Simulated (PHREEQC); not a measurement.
Make-up at 25 °C: 0.0023 mol Na2S and 3.2e-05 mol BaCl2 per kg of water. It is in equilibrium with CO2 at log p = -1 (atm). Otherwise closed; pH follows from the charge balance.

Model: ion-association model, phreeqc.dat, run in PHREEQC.

Question: The ionic strength comes out as 0.00469 mol/kgw. What activity coefficients do HCO3-, Cl-, Na+, Ba+2, HS- get?

Answer: HCO3- 0.93, Cl- 0.93, Na+ 0.93, Ba+2 0.75, HS- 0.93.

No solid was allowed to form.
